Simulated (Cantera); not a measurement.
Mixture: CH4 : C2H6 : O2 : N2 = 1 : 0.047 : 5.28 : 19.9 (molar parts), equivalence ratio 0.41, at 1.00 bar, adiabatic and at constant volume. Ignition delay is the time to a rise of 400 K.

Model: GRI-Mech 3.0 (53 species, 325 reactions), integrated in Cantera.

What does this change do: pressure from 1.00 bar to 28.0 bar?


| quantity | before | after |
|---|---|---|
| delay at 1150 K | 17.6 ms | 1.42 ms |
| delay at 1300 K | 2.62 ms | 0.228 ms |
| delay at 1450 K | 0.514 ms | 52.2 µs |
| delay at 1600 K | 0.145 ms | 15.1 µs |
| apparent activation energy between 1525 and 1675 K | 150 kJ/mol | 160 kJ/mol |
The pressure lies above the range GRI-Mech 3.0 was tuned for (to about 10 atm).

What does this change do: C2H6 0.047 to 0.11 parts?


```tsv
quantity	before	after
delay at 1150 K	17.6 ms	7.38 ms
delay at 1300 K	2.62 ms	1.22 ms
delay at 1450 K	0.514 ms	0.297 ms
delay at 1600 K	0.145 ms	94.9 µs
apparent activation energy between 1525 and 1675 K	150 kJ/mol	140 kJ/mol
```

What does this change do: pressure from 1.00 bar to 2.00 bar?


```
quantity                                                before       after
--------------------------------------------------  ----------  ----------
delay at 1150 K                                        17.6 ms     10.2 ms
delay at 1300 K                                        2.62 ms     1.62 ms
delay at 1450 K                                       0.514 ms    0.325 ms
delay at 1600 K                                       0.145 ms     88.5 µs
apparent activation energy between 1525 and 1675 K  150 kJ/mol  160 kJ/mol
```
